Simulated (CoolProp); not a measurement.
Vapour-liquid equilibrium of CHF3 (R23) (1) + sulfur hexafluoride (2) at -43.85 °C; x and y are mole fractions of (1).

Computed with CoolProp (multi-fluid Helmholtz-energy mixture model, Penoncello 2003 and Guder 2009; pair parameters Bell 2016).

### Question
Give the bubble pressure and the first vapour's composition at x = 0.35, 0.8, 0.95. Is there an azeotrope?

### Answer
x = 0.35: 572.1 kPa, y = 0.579; x = 0.8: 639.9 kPa, y = 0.799; x = 0.95: 624.8 kPa, y = 0.934. y crosses x between x = 0.65 and 0.8: the model has an azeotrope there.

The pair parameters rest on a limited set of measurements; away from them the model extrapolates.
